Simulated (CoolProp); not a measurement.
Properties of n-octane along the isotherm 598.4 K.

Model: reference Helmholtz-energy equation of state, Beckmüller 2019, in CoolProp.

```csv
p (kPa),phase,cp (kJ/(kg K)),cv (kJ/(kg K)),isothermal compressibility (1/MPa),conductivity (mW/(m K)),Prandtl number,fugacity coefficient
1660,gas,3.096,2.851,?,47.3,0.808,0.8071
3310,supercritical,?,3.000,1.019,62.4,1.95,0.6262
4970,supercritical,3.913,2.926,0.1001,64.7,2.60,0.4764
6620,supercritical,3.608,2.901,0.04429,67.6,?,0.3960
8280,supercritical,3.493,2.890,0.02833,70.2,2.81,0.3480
9930,supercritical,3.429,2.885,0.02088,72.4,2.89,0.3174
11600,supercritical,3.386,2.881,0.01651,74.5,?,0.2965
13200,supercritical,3.357,2.879,0.01376,76.3,?,0.2828
14900,supercritical,3.334,2.878,0.01169,78.2,3.11,0.2727
16600,supercritical,3.315,2.877,?,79.8,3.17,0.2660
18200,supercritical,?,2.877,0.009068,81.3,3.23,0.2620
19900,supercritical,3.288,2.877,0.008130,82.9,3.29,0.2597
21500,supercritical,3.278,2.877,0.007411,84.2,3.35,0.2590
23200,supercritical,3.269,2.877,0.006775,85.6,?,0.2596
24800,supercritical,3.261,2.878,0.006270,86.9,3.45,0.2613
```

Fill in the missing entries.


- 1660, isothermal compressibility (1/MPa): 0.8091
- 3310, cp (kJ/(kg K)): 5.517
- 6620, Prandtl number: 2.71
- 11600, Prandtl number: 2.97
- 13200, Prandtl number: 3.04
- 16600, isothermal compressibility (1/MPa): 0.01017
- 18200, cp (kJ/(kg K)): 3.301
- 23200, Prandtl number: 3.40

The peak of cp marks the crossing from liquid-like to gas-like fluid above the critical point.

Viscosity comes from a separate model (Huber 2004). Thermal conductivity comes from a separate model (Huber 2005).
